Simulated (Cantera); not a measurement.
Feed: 1 mol PH₃, a varied amount of O₂, held at 1775 K and 1.10 bar.

These are equilibrium values from Cantera (NASA tables, ideal gas, pure condensed phases), not measurements of a reactor. Candidate condensed phases: H₂O, P, P₄O₁₀; 17 gas species. Gases not in the tables: HPO₂, HPO₃ and P₄O₆. Equilibrium is a limit: real reactors are often held back by kinetics, nucleation or transport.

Task: At 1 mol O₂, list the 6 most abundant gas species with their mole fractions, and the condensed phases.

Result: H₂O 0.397, H₂ 0.252, PO₂ 0.199, P₂ 0.0809, PO 0.0694, P₄ 0.000556. Condensed: gas only.
